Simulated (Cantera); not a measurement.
Thermodynamics of carbon deposition, reforming and gasification, feed toluene + H2O + N2 + H2

Charge: 1 mol toluene, 0.67 mol H2O, 0.18 mol N2, 13 mol H2, held at 2823 K.

Method: chemical equilibrium by Gibbs-energy minimisation in Cantera with the NASA 1993 tables (ideal gas, pure condensed phases). Candidate condensed phases: C, C6H6, C7H8, C8H18, H2O; 136 gas species. The ideal-gas law is rough above about 30 bar. Rates play no part.

At 10.0 Pa nothing is condensed. From 1.60 mbar to 100 bar the condensed part is C(graphite). The main C-bearing gas is C3 at 10.0 Pa and C2H2 (acetylene) at 100 bar. The share of C in condensed phases is highest at 25.0 mbar (71.4 %) and lowest at 10.0 Pa (0.0 %).

```json
[
 {"P (Pa)": "10", "x H2": "0.00999", "x H": "0.886", "x C": "0.0369", "x CO": "0.0172", "x C3": "0.0349", "x C2H2 (acetylene)": "6.86e-5", "n C(graphite)": "0"},
 {"P (Pa)": "160", "x H2": "0.130", "x H": "0.799", "x C": "0.00529", "x CO": "0.0204", "x C3": "0.0261", "x C2H2 (acetylene)": "0.00468", "n C(graphite)": "2.63"},
 {"P (Pa)": "2500", "x H2": "0.528", "x H": "0.408", "x C": "0.000338", "x CO": "0.0287", "x C3": "0.00167", "x C2H2 (acetylene)": "0.0190", "n C(graphite)": "5.00"},
 {"P (Pa)": "40000", "x H2": "0.797", "x H": "0.125", "x C": "2.11e-5", "x CO": "0.0339", "x C3": "0.000105", "x C2H2 (acetylene)": "0.0287", "n C(graphite)": "4.93"},
 {"P (Pa)": "630000", "x H2": "0.883", "x H": "0.0332", "x C": "1.34e-6", "x CO": "0.0356", "x C3": "6.64e-6", "x C2H2 (acetylene)": "0.0318", "n C(graphite)": "4.87"},
 {"P (Pa)": "10000000", "x H2": "0.897", "x H": "0.00840", "x C": "8.46e-8", "x CO": "0.0363", "x C3": "4.18e-7", "x C2H2 (acetylene)": "0.0323", "n C(graphite)": "4.70"}
]
```
x: gas mole fraction; n: condensed amount in mol.
